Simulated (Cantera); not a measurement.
Feed: 1 mol Si, a varied amount of HCl, 0.39 mol H₂, at 377 °C and 1 atm.

Cantera equilibrium calculation (NASA polynomials, part measured and part estimated; ideal gas, pure solids and liquids). Candidate condensed phases: Si; 19 gas species. Equilibrium is a limit: real reactors are often held back by kinetics, nucleation or transport.

Problem. At 4.8 mol HCl, list the 4 most abundant gas species with their mole fractions, and the condensed phases.

Solution. H₂ 0.570, SiCl₄ 0.239, HCl 0.191, SiHCl₃ 5.79e-5. Condensed: gas only.
